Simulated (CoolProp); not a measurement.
Nitrous oxide at 297.42 K and 1.68 MPa is throttled through a valve to 0.994 MPa with no heat exchange. Each further row changes one setting.

Values from CoolProp's reference Helmholtz-energy equation of state, Lemmon 2006. It is a short technical equation, of lower accuracy than the large ones.

```
case                       temperature change (K)  final density (kg/m³)
-------------------------  ----------------------  ---------------------
as stated                                    -8.0                   19.4
outlet pressure 0.298 MPa                   -16.5                   5.73
outlet pressure 1.29 MPa                     -4.5                   25.3
```
